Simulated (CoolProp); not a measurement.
A closed Brayton cycle with carbon dioxide: compressor inlet 328.15 K and 8.5 MPa, high pressure 26.4 MPa, turbine inlet 925 K, compressor efficiency 0.85, turbine efficiency 0.9, recuperator effectiveness 0.9 (on enthalpy, no pinch check). Each further row changes one setting.

Values from CoolProp's reference Helmholtz-energy equation of state, Span 1996.

```tsv
case	thermal efficiency (%)	net work (kJ/kg)	compressor to turbine work	compressor exit (K)	turbine exit (K)
as stated	36.6	105	0.37	424.5	780.2
turbine inlet 875 K	35.0	95.4	0.39	424.5	735.2
compressor inlet 338.15 K	35.4	98.2	0.41	441.3	780.2
high pressure 22.4 MPa	35.6	93.7	0.35	410.1	800.5
recuperator effectiveness 0.5	23.3	105	0.37	424.5	780.2
```
